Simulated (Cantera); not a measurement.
A closed system holds: 1 mol Si, 7 mol HCl, 11 mol N2, 1.5 mol NF3, equilibrated at 1050 K and 1.00 Torr.

Cantera equilibrium calculation (NASA polynomials, part measured and part estimated; ideal gas, pure solids and liquids). Candidate condensed phases: NH4Cl, Si, Si3N4; 49 gas species. Rates play no part.

Base state: N2 0.587, HCl 0.325, SiF4 0.0499, HF 0.0250, Cl2 0.0113, Cl 0.00231 (mole fractions); condensed: gas only.

Task: What changes in the equilibrium state with this change: temperature from 1050 K to 1723.15 K?

Result: 
```
species   before     after
-------  -------  --------
N2         0.587     0.575
HCl        0.325     0.307
SiF4      0.0499    0.0428
Cl       0.00231    0.0340
Cl2       0.0113   3.27e-5
HF        0.0250    0.0328
SiF3       <1e-9   0.00535
H2         <1e-9   0.00123
SiCl2      <1e-9  0.000447
SiF2       <1e-9  0.000271
H          <1e-9  0.000175
```
The tables' values for SiF3, SiF2, SiCl3 are old estimates; treat these amounts as uncertain.
